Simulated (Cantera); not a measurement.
A Cantera script and its output.

```python
import numpy as np
import cantera as ct

gas = ct.Solution("h2o2.yaml")
gas.TPX = 400, 1000000, {'H2': 1, 'O2': 0.357, 'N2': 1.07, 'H2O': 0.073}
flame = ct.FreeFlame(gas, width=0.008)
flame.set_refine_criteria(ratio=3, slope=0.08, curve=0.16)
flame.transport_model = "unity-Lewis-number"
flame.solve(loglevel=0, auto=True)
z, T = flame.grid, flame.T
thick = (T[-1] - T[0]) / np.gradient(T, z).max()
show = ['H2', 'O2', 'H2O', 'H2O2', 'HO2', 'OH']
print(f"laminar burning velocity  {flame.velocity[0] * 100:.3f} cm/s")
print(f"burnt temperature         {T[-1]:.1f} K")
print(f"thermal thickness         {thick * 1e3:.4f} mm")
print(f"grid points               {len(z)}")
z0 = z[flame.heat_release_rate.argmax()]
print(f"{'z/mm':>9s}{'T/K':>9s}{'u/(m/s)':>9s}" + "".join(f"{s:>11s}" for s in show))
rows = []
for k in (-3, -2, -1.5, -1, -0.5, -0.25, 0, 0.25, 0.5, 1, 2, 4, 8):
    zz = z0 + k * thick
    rows.append([k * thick, np.interp(zz, z, T), np.interp(zz, z, flame.velocity),
                 *(np.interp(zz, z, flame.X[gas.species_index(s)]) for s in show)])
    print(f"{rows[-1][0] * 1e3:9.3f}{rows[-1][1]:9.1f}{rows[-1][2]:9.3f}" + "".join(f"{x:11.3e}" for x in rows[-1][3:]))
```

It prints:

```
laminar burning velocity  324.494 cm/s
burnt temperature         2492.3 K
thermal thickness         0.0206 mm
grid points               112
     z/mm      T/K  u/(m/s)         H2         O2        H2O       H2O2        HO2         OH
   -0.062    400.1    3.246  4.000e-01  1.428e-01  2.921e-02  5.324e-08  2.402e-07  5.974e-12
   -0.041    401.0    3.253  3.999e-01  1.427e-01  2.932e-02  5.734e-07  2.607e-06  2.142e-10
   -0.031    403.0    3.269  3.997e-01  1.426e-01  2.958e-02  1.796e-06  8.263e-06  1.252e-09
   -0.021    418.5    3.391  3.982e-01  1.418e-01  3.150e-02  1.016e-05  5.160e-05  3.973e-08
   -0.010    642.3    5.130  3.755e-01  1.290e-01  5.991e-02  8.083e-05  7.780e-04  2.585e-05
   -0.005   1070.4    8.314  3.254e-01  1.022e-01  1.207e-01  1.039e-04  1.216e-03  7.385e-04
    0.000   1554.2   11.678  2.409e-01  6.140e-02  2.111e-01  2.302e-05  5.185e-04  3.134e-03
    0.005   1860.8   13.671  1.715e-01  2.836e-02  2.802e-01  4.970e-06  1.923e-04  7.408e-03
    0.010   2025.3   14.687  1.422e-01  1.291e-02  3.127e-01  3.179e-06  7.688e-05  1.052e-02
    0.021   2187.2   15.649  1.298e-01  4.125e-03  3.350e-01  1.724e-06  2.244e-05  1.149e-02
    0.041   2315.9   16.388  1.293e-01  1.438e-03  3.479e-01  9.392e-07  7.603e-06  9.113e-03
    0.082   2401.5   16.869  1.306e-01  5.360e-04  3.560e-01  4.905e-07  2.521e-06  6.085e-03
    0.165   2452.1   17.150  1.316e-01  1.838e-04  3.609e-01  2.152e-07  6.781e-07  3.761e-03
```

Detailed kinetics in Cantera: the H2/O2 subset of GRI-Mech 3.0, which has no nitrogen chemistry. The hydrogen kinetics of GRI-Mech 3.0 are dated; newer H2 mechanisms differ, most at raised pressure. Unity Lewis numbers drop preferential diffusion, which matters most where H2 and H carry the flame. Burning velocities carry a grid error of a few per cent, more on coarse grids.
